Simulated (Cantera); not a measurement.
Cantera run, input and output.

```python
import numpy as np
import cantera as ct

gas = ct.Solution("gri30.yaml")
gas.TPX = 598, 100000, {'CH4': 1, 'H2': 0.043, 'O2': 2.85, 'N2': 12}
flame = ct.FreeFlame(gas, width=0.04)
flame.set_refine_criteria(ratio=3, slope=0.08, curve=0.16)
flame.transport_model = "mixture-averaged"
flame.solve(loglevel=0, auto=True)
z, T = flame.grid, flame.T
thick = (T[-1] - T[0]) / np.gradient(T, z).max()
show = ['CH4', 'H2', 'O2', 'CH3', 'NO2', 'HCO']
print(f"laminar burning velocity  {flame.velocity[0] * 100:.3f} cm/s")
print(f"burnt temperature         {T[-1]:.1f} K")
print(f"thermal thickness         {thick * 1e3:.4f} mm")
print(f"grid points               {len(z)}")
z0 = z[flame.heat_release_rate.argmax()]
print(f"{'z/mm':>9s}{'T/K':>9s}{'u/(m/s)':>9s}" + "".join(f"{s:>11s}" for s in show))
rows = []
for k in (-3, -2, -1.5, -1, -0.5, -0.25, 0, 0.25, 0.5, 1, 2, 4, 8):
    zz = z0 + k * thick
    rows.append([k * thick, np.interp(zz, z, T), np.interp(zz, z, flame.velocity),
                 *(np.interp(zz, z, flame.X[gas.species_index(s)]) for s in show)])
    print(f"{rows[-1][0] * 1e3:9.3f}{rows[-1][1]:9.1f}{rows[-1][2]:9.3f}" + "".join(f"{x:11.3e}" for x in rows[-1][3:]))
```

Output:

```
laminar burning velocity  73.649 cm/s
burnt temperature         1980.9 K
thermal thickness         0.4675 mm
grid points               125
     z/mm      T/K  u/(m/s)        CH4         H2         O2        CH3        NO2        HCO
   -1.402    598.4    0.737  6.286e-02  3.100e-03  1.792e-01  2.513e-08  1.003e-10  6.059e-17
   -0.935    601.5    0.742  6.261e-02  3.694e-03  1.789e-01  2.237e-07  1.156e-09  3.054e-14
   -0.701    611.3    0.754  6.192e-02  4.346e-03  1.782e-01  9.099e-07  5.159e-09  1.773e-12
   -0.467    663.8    0.821  5.864e-02  5.515e-03  1.742e-01  6.601e-06  2.659e-08  3.405e-10
   -0.234    943.6    1.176  4.218e-02  7.388e-03  1.509e-01  1.586e-04  3.680e-08  2.275e-07
   -0.117   1250.3    1.566  2.387e-02  8.299e-03  1.219e-01  7.346e-04  1.437e-08  4.629e-06
    0.000   1560.5    1.961  5.906e-03  7.652e-03  8.713e-02  7.460e-04  4.736e-09  2.227e-05
    0.117   1696.3    2.128  4.309e-04  5.064e-03  6.758e-02  7.642e-05  1.939e-09  6.561e-06
    0.234   1747.4    2.184  1.701e-05  3.787e-03  6.102e-02  3.312e-06  2.049e-09  3.713e-07
    0.467   1810.5    2.252  4.225e-08  3.136e-03  5.684e-02  9.673e-09  2.752e-09  8.185e-09
    0.935   1878.4    2.327  1.130e-12  2.223e-03  5.433e-02  3.175e-13  4.217e-09  1.984e-09
    1.870   1932.1    2.386  1.648e-18  1.177e-03  5.302e-02  2.062e-18  7.036e-09  3.645e-10
    3.740   1963.4    2.420  1.020e-20  5.019e-04  5.245e-02  4.378e-20  1.102e-08  4.336e-11
```

Computed with Cantera and GRI-Mech 3.0 (53 species, 325 reactions). Burning velocities carry a grid error of a few per cent, more on coarse grids.
